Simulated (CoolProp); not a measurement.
Properties of benzene along the isobar 9.58 MPa.

Model: reference Helmholtz-energy equation of state, Thol 2012, in CoolProp.

| T (°C) | phase | cv (kJ/(kg K)) | isothermal compressibility (1/MPa) |
|---|---|---|---|
| 255.45 | liquid | 1.867 | 0.009875 |
| 261.95 | liquid | ___ | 0.01118 |
| 268.55 | liquid | 1.902 | 0.01278 |
| 275.05 | liquid | ___ | ___ |
| 281.55 | liquid | 1.936 | 0.01711 |
| 288.15 | liquid | ___ | 0.02016 |
| 294.65 | supercritical | 1.972 | 0.02396 |
| 301.15 | supercritical | 1.990 | 0.02882 |
| 307.65 | supercritical | 2.008 | 0.03510 |
| 314.25 | supercritical | 2.027 | 0.04337 |
| 320.75 | supercritical | 2.047 | 0.05397 |
| 327.25 | supercritical | ___ | 0.06759 |
| 333.75 | supercritical | 2.085 | 0.08474 |
| 340.35 | supercritical | 2.105 | ___ |
| 346.85 | supercritical | 2.122 | ___ |

Task: Fill in the missing entries.

Result: 
- 261.95, cv (kJ/(kg K)): 1.884
- 275.05, cv (kJ/(kg K)): 1.919
- 275.05, isothermal compressibility (1/MPa): 0.01472
- 288.15, cv (kJ/(kg K)): 1.954
- 327.25, cv (kJ/(kg K)): 2.066
- 340.35, isothermal compressibility (1/MPa): 0.1057
- 346.85, isothermal compressibility (1/MPa): 0.1283
